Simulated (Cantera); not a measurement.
B₂O₃ + H₂ (boron, boron nitride and boron oxide)

A closed system holds: 1 mol B₂O₃, 13 mol H₂, held at 0.100 bar.

Equilibrium computed with Cantera from the NASA thermochemical tables; the gas is ideal and each condensed phase is pure. Candidate condensed phases: B, B₂O₃, B₃O₃H₃, H₂O; 23 gas species. Gases not in the tables: H₃BO₃. Equilibrium is a limit: real reactors are often held back by kinetics, nucleation or transport.

```json
[
 {"T (K)": "1248", "x H₂": "1.000", "x H": "1.48e-6", "x HBO": "7.01e-5", "x HBO₂": "3.04e-5", "x B₂O₃": "4.15e-7", "x BO": "4.12e-9", "x H₂O": "3.59e-5", "n B₂O₃(l)": "0.999"},
 {"T (K)": "1348", "x H₂": "0.999", "x H": "7.31e-6", "x HBO": "0.000325", "x HBO₂": "0.000169", "x B₂O₃": "6.68e-6", "x BO": "7.88e-8", "x H₂O": "9.90e-5", "n B₂O₃(l)": "0.996"},
 {"T (K)": "1448", "x H₂": "0.998", "x H": "2.91e-5", "x HBO": "0.00118", "x HBO₂": "0.000749", "x B₂O₃": "7.19e-5", "x BO": "9.68e-7", "x H₂O": "0.000248", "n B₂O₃(l)": "0.986"},
 {"T (K)": "1548", "x H₂": "0.992", "x H": "9.70e-5", "x HBO": "0.00358", "x HBO₂": "0.00271", "x B₂O₃": "0.000561", "x BO": "8.51e-6", "x H₂O": "0.000547", "n B₂O₃(l)": "0.950"},
 {"T (K)": "1648", "x H₂": "0.977", "x H": "0.000278", "x HBO": "0.00938", "x HBO₂": "0.00825", "x B₂O₃": "0.00336", "x BO": "5.70e-5", "x H₂O": "0.00108", "n B₂O₃(l)": "0.833"},
 {"T (K)": "1748", "x H₂": "0.935", "x H": "0.000699", "x HBO": "0.0214", "x HBO₂": "0.0219", "x B₂O₃": "0.0163", "x BO": "0.000302", "x H₂O": "0.00196", "n B₂O₃(l)": "0.457"},
 {"T (K)": "1848", "x H₂": "0.890", "x H": "0.00158", "x HBO": "0.0323", "x HBO₂": "0.0353", "x B₂O₃": "0.0329", "x BO": "0.000971", "x H₂O": "0.00305", "n B₂O₃(l)": "0"},
 {"T (K)": "1948", "x H₂": "0.884", "x H": "0.00336", "x HBO": "0.0350", "x HBO₂": "0.0367", "x B₂O₃": "0.0302", "x BO": "0.00203", "x H₂O": "0.00427", "n B₂O₃(l)": "0"},
 {"T (K)": "2048", "x H₂": "0.877", "x H": "0.00663", "x HBO": "0.0373", "x HBO₂": "0.0377", "x B₂O₃": "0.0276", "x BO": "0.00391", "x H₂O": "0.00579", "n B₂O₃(l)": "0"},
 {"T (K)": "2148", "x H₂": "0.867", "x H": "0.0123", "x HBO": "0.0389", "x HBO₂": "0.0382", "x B₂O₃": "0.0248", "x BO": "0.00698", "x H₂O": "0.00764", "n B₂O₃(l)": "0"},
 {"T (K)": "2248", "x H₂": "0.854", "x H": "0.0215", "x HBO": "0.0395", "x HBO₂": "0.0382", "x B₂O₃": "0.0219", "x BO": "0.0116", "x H₂O": "0.00987", "n B₂O₃(l)": "0"},
 {"T (K)": "2348", "x H₂": "0.835", "x H": "0.0357", "x HBO": "0.0389", "x HBO₂": "0.0376", "x B₂O₃": "0.0189", "x BO": "0.0180", "x H₂O": "0.0125", "n B₂O₃(l)": "0"},
 {"T (K)": "2448", "x H₂": "0.809", "x H": "0.0566", "x HBO": "0.0371", "x HBO₂": "0.0362", "x B₂O₃": "0.0158", "x BO": "0.0261", "x H₂O": "0.0156", "n B₂O₃(l)": "0"}
]
```
x: gas mole fraction; n: condensed amount in mol.

From 1248 K to 1748 K the condensed part is B₂O₃(l). From 1848 K to 2448 K nothing is condensed.
